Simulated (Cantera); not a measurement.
## Stirred combustor or abatement burner

A perfectly stirred reactor is fed with 21.7 % CO, 16.9 % H2, 12.9 % O2, 48.4 % N2, at 1880 Torr; it is adiabatic with a 423 K inlet, and is followed from long to short residence time, starting on the burning branch (τ in s: 0.16, 0.047, 0.014, 0.0043, 0.0013, 0.00039, 0.00012, 3.6e-05, 1.1e-05, 3.2e-06).

Cantera simulation using GRI-Mech 3.0 (53 species, 325 reactions); the numbers are that mechanism's predictions, not measurements. The hydrogen kinetics of GRI-Mech 3.0 are dated; newer H2 mechanisms differ, most at raised pressure.

```csv
τ (s),T (K),x CO,x H2,x O2,x N2O,x CO2,x O,x H2O2
0.16,2385,0.122,0.0270,0.000216,3.44e-8,0.127,8.09e-5,2.20e-8
0.047,2380,0.122,0.0271,0.000313,3.69e-8,0.127,0.000112,2.90e-8
0.014,2366,0.122,0.0272,0.000590,4.23e-8,0.126,0.000205,4.70e-8
0.0043,2338,0.123,0.0276,0.00128,5.13e-8,0.125,0.000456,8.33e-8
0.0013,2282,0.124,0.0286,0.00284,6.39e-8,0.122,0.00108,1.47e-7
0.00039,2183,0.127,0.0304,0.00581,7.77e-8,0.118,0.00245,2.59e-7
0.00012,2034,0.131,0.0327,0.0103,8.80e-8,0.111,0.00477,4.89e-7
3.6e-5,1828,0.136,0.0348,0.0171,9.33e-8,0.101,0.00786,1.15e-6
1.1e-5,1543,0.163,0.0387,0.0349,9.59e-8,0.0698,0.00906,3.81e-6
3.2e-6,423,0.217,0.169,0.129,<1e-12,<1e-12,<1e-12,<1e-12
```
x: mole fraction; the columns are a selection and need not sum to one.
